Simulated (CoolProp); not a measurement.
The fluid at 467.37 K and 7.75 MPa is throttled through a valve to 3.72 MPa with no heat exchange. The same conditions are run with several fluids, on thermodynamics alone (safety and materials aside).

The numbers come from the reference Helmholtz-energy equation of state of each fluid (n-hexane: Thol 2019; decamethylcyclopentasiloxane (D5): Thol 2019; propylene glycol: Eisenbach 2021; methanol: de Reuck 1993; R141b: Lemmon 2006) in CoolProp.

```json
[
 {"fluid": "n-hexane", "temperature change (K)": "-1.1", "final density (kg/m³)": "(withheld)"},
 {"fluid": "decamethylcyclopentasiloxane (D5)", "temperature change (K)": "+1.0", "final density (kg/m³)": "(withheld)"},
 {"fluid": "propylene glycol", "temperature change (K)": "+0.6", "final density (kg/m³)": "(withheld)"},
 {"fluid": "methanol", "temperature change (K)": "(withheld)", "final density (kg/m³)": "(withheld)"},
 {"fluid": "R141b", "temperature change (K)": "(withheld)", "final density (kg/m³)": "(withheld)"}
]
```

Q: Some entries are withheld; supply them.

A: 
- n-hexane, final density (kg/m³): 471
- decamethylcyclopentasiloxane (D5), final density (kg/m³): 781
- propylene glycol, final density (kg/m³): 889
- methanol, temperature change (K): -1.4
- methanol, final density (kg/m³): 568
- R141b, temperature change (K): -5.6
- R141b, final density (kg/m³): 773
